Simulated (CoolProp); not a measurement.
A closed Brayton cycle with carbon dioxide: compressor inlet 331.15 K and 7.7 MPa, high pressure 23.5 MPa, turbine inlet 775 K, compressor efficiency 0.8, turbine efficiency 0.9, recuperator effectiveness 0 (on enthalpy, no pinch check). Each further row changes one setting.

Model: reference Helmholtz-energy equation of state, Span 1996, in CoolProp.

```tsv
case	thermal efficiency (%)	net work (kJ/kg)	compressor to turbine work	compressor exit (K)	turbine exit (K)
as stated	14.5	64.6	0.52	434.8	647.5
turbine inlet 725 K	14.2	54.4	0.56	434.8	602.2
compressor inlet 341.15 K	13.9	58.3	0.57	449.8	647.5
high pressure 20 MPa	12.8	58.8	0.50	419.1	665.5
recuperator effectiveness 0.5	20.0	64.6	0.52	434.8	647.5
```
